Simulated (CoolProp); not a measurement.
Properties of dimethyl ether along the isotherm 206.2 K (Tc = 400.4 K, pc = 5.337 MPa, ω = 0.196).

Model: reference Helmholtz-energy equation of state, Wu 2011, in CoolProp.

```
p (MPa)   phase  density (kg/m³)  cv (kJ/(kg K))  expansivity (1/kK)  fugacity coefficient
-------  ------  ---------------  --------------  ------------------  --------------------
1.33     liquid            791.6           1.464               1.591              0.008088
2.67     liquid            792.7           1.466               1.578              0.004216
4        liquid              [?]           1.467               1.565              0.002944
5.34     liquid            794.6           1.468                 [?]                   [?]
6.67     liquid            795.6           1.469                 [?]              0.001932
8        liquid            796.6           1.470               1.529              0.001685
9.34     liquid            797.5           1.471               1.517              0.001510
10.7     liquid            798.5           1.472               1.506              0.001380
12       liquid            799.4           1.473                 [?]              0.001285
13.3     liquid            800.3             [?]               1.484              0.001211
```

### Question
Complete the blanks.

### Answer

- 4, density (kg/m³): 793.6
- 5.34, expansivity (1/kK): 1.553
- 5.34, fugacity coefficient: 0.002307
- 6.67, expansivity (1/kK): 1.541
- 12, expansivity (1/kK): 1.495
- 13.3, cv (kJ/(kg K)): 1.474
